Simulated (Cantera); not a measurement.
# Adiabatic ignition

An adiabatic, constant-volume homogeneous reactor starts with CH4 : C2H6 : O2 : N2 : H2O = 1 : 0.031 : 2.29 : 8.62 : 0.33 (molar parts), at 1675 K and 0.250 bar.

Detailed kinetics in Cantera: GRI-Mech 3.0 (53 species, 325 reactions).

```
t (s)     T (K)  P (bar)   x CH4   x C2H6    x O2   x H2O     x C2H      x H2     x CO2
--------  -----  -------  ------  -------  ------  ------  --------  --------  --------
9.00e-6    1674    0.250  0.0815  0.00244   0.187  0.0269    <1e-12   1.90e-6   6.11e-9
2.59e-5    1672    0.250  0.0814  0.00228   0.187  0.0269    <1e-12   1.43e-5   1.67e-7
7.44e-5    1670    0.249  0.0809  0.00189   0.186  0.0272  2.45e-12  0.000184   4.71e-6
0.000214   1699    0.255  0.0723  0.00124   0.180  0.0333   2.30e-9   0.00397  0.000175
0.000615   2706    0.432  <1e-12   <1e-12  0.0368   0.136    <1e-12    0.0238    0.0370
0.00177    2772    0.440  <1e-12   <1e-12  0.0341   0.140    <1e-12    0.0226    0.0384
0.00509    2767    0.439  <1e-12   <1e-12  0.0319   0.140    <1e-12    0.0229    0.0384
0.0146     2766    0.439  <1e-12   <1e-12  0.0315   0.140    <1e-12    0.0229    0.0384
0.0421     2766    0.439  <1e-12   <1e-12  0.0315   0.140    <1e-12    0.0229    0.0384
0.121      2766    0.439  <1e-12   <1e-12  0.0315   0.140    <1e-12    0.0229    0.0384
0.348      2766    0.439  <1e-12   <1e-12  0.0315   0.140    <1e-12    0.0229    0.0384
1.00       2766    0.439  <1e-12   <1e-12  0.0315   0.140    <1e-12    0.0229    0.0384
```
x: mole fraction; the columns are a selection and need not sum to one.

| Item | Value |
|---|---|
| time of steepest temperature rise | 0.329 ms |
| temperature at 1.00 s | 2766 K |
| equilibrium temperature | 2766 K |
| x(CH4) at 1.00 s | <1e-12 (gas-phase equilibrium <1e-12) |
| x(C2H6) at 1.00 s | <1e-12 (gas-phase equilibrium <1e-12) |
| x(O2) at 1.00 s | 0.0315 (gas-phase equilibrium 0.0315) |
